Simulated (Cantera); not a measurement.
## Pyrogenic steam for wet oxidation

An isothermal, constant-pressure homogeneous reactor starts with 22.5 % H₂, 26.7 % O₂, 50.8 % N₂, equivalence ratio 0.42, at 1025 K and 1.00 bar.

Computed with Cantera and the H2/O2 subset of GRI-Mech 3.0, which has no nitrogen chemistry. The temperature is held fixed by assumption; the heat of reaction is taken as removed at once.

```json
[
 {"t (s)": "9.00e-6", "x H₂": "0.225", "x O₂": "0.267", "x OH": "7.78e-11", "x H₂O₂": "1.24e-12", "x O": "2.08e-10", "x H₂O": "1.04e-9"},
 {"t (s)": "3.31e-5", "x H₂": "0.225", "x O₂": "0.267", "x OH": "1.96e-9", "x H₂O₂": "6.53e-11", "x O": "5.42e-9", "x H₂O": "5.75e-8"},
 {"t (s)": "0.000121", "x H₂": "0.220", "x O₂": "0.265", "x OH": "0.000173", "x H₂O₂": "6.62e-6", "x O": "0.000268", "x H₂O": "0.00444"},
 {"t (s)": "0.000446", "x H₂": "0.0624", "x O₂": "0.200", "x OH": "8.27e-7", "x H₂O₂": "0.000196", "x O": "9.64e-7", "x H₂O": "0.183"},
 {"t (s)": "0.00164", "x H₂": "0.0612", "x O₂": "0.200", "x OH": "1.12e-6", "x H₂O₂": "0.000327", "x O": "1.33e-6", "x H₂O": "0.184"},
 {"t (s)": "0.00602", "x H₂": "0.0535", "x O₂": "0.196", "x OH": "2.15e-6", "x H₂O₂": "0.000610", "x O": "2.14e-6", "x H₂O": "0.192"},
 {"t (s)": "0.0221", "x H₂": "0.0284", "x O₂": "0.186", "x OH": "2.20e-6", "x H₂O₂": "0.000468", "x O": "1.80e-6", "x H₂O": "0.221"},
 {"t (s)": "0.0813", "x H₂": "0.00465", "x O₂": "0.177", "x OH": "1.35e-6", "x H₂O₂": "6.93e-5", "x O": "6.50e-7", "x H₂O": "0.248"},
 {"t (s)": "0.299", "x H₂": "0.000410", "x O₂": "0.175", "x OH": "3.43e-7", "x H₂O₂": "1.64e-6", "x O": "3.69e-8", "x H₂O": "0.253"},
 {"t (s)": "1.10", "x H₂": "5.20e-5", "x O₂": "0.175", "x OH": "9.02e-8", "x H₂O₂": "4.98e-8", "x O": "1.61e-9", "x H₂O": "0.253"},
 {"t (s)": "4.03", "x H₂": "3.79e-6", "x O₂": "0.175", "x OH": "4.35e-8", "x H₂O₂": "1.25e-9", "x O": "7.85e-11", "x H₂O": "0.253"},
 {"t (s)": "14.8", "x H₂": "1.24e-10", "x O₂": "0.175", "x OH": "2.56e-7", "x H₂O₂": "3.38e-10", "x O": "1.15e-10", "x H₂O": "0.253"},
 {"t (s)": "54.4", "x H₂": "1.10e-10", "x O₂": "0.175", "x OH": "2.82e-7", "x H₂O₂": "4.07e-10", "x O": "1.39e-10", "x H₂O": "0.253"},
 {"t (s)": "200", "x H₂": "1.10e-10", "x O₂": "0.175", "x OH": "2.82e-7", "x H₂O₂": "4.07e-10", "x O": "1.39e-10", "x H₂O": "0.253"}
]
```
x: mole fraction; the columns are a selection and need not sum to one.

Equilibrium at this temperature and pressure: H₂ 1.10e-10, O₂ 0.175, OH 2.82e-7, H₂O₂ 4.07e-10, O 1.39e-10, H₂O 0.253 (gas phase only).
